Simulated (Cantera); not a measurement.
A closed system holds: 1 mol CO, 0.92 mol H₂O, at 1198 K and 0.000460 bar.

Cantera equilibrium calculation (NASA polynomials, part measured and part estimated; ideal gas, pure solids and liquids). Candidate condensed phases: C, C₆H₆, C₇H₈, C₈H₁₈, H₂O; 110 gas species. The numbers say what is thermodynamically allowed, not how fast it happens.

Base state: CO 0.291, H₂O 0.249, CO₂ 0.230, H₂ 0.230 (mole fractions); condensed: gas only.

### Question
What changes in the equilibrium state with this change: temperature from 1198 K to 1800 K?

### Answer
| species | before | after |
|---|---|---|
| CO | 0.291 | 0.350 |
| H₂O | 0.249 | 0.307 |
| CO₂ | 0.230 | 0.169 |
| H₂ | 0.230 | 0.166 |
| O | <1e-9 | 2.63e-5 |
| OH | 3.63e-8 | 0.000831 |
| O₂ | <1e-9 | 2.15e-5 |
| H | 4.25e-6 | 0.00681 |
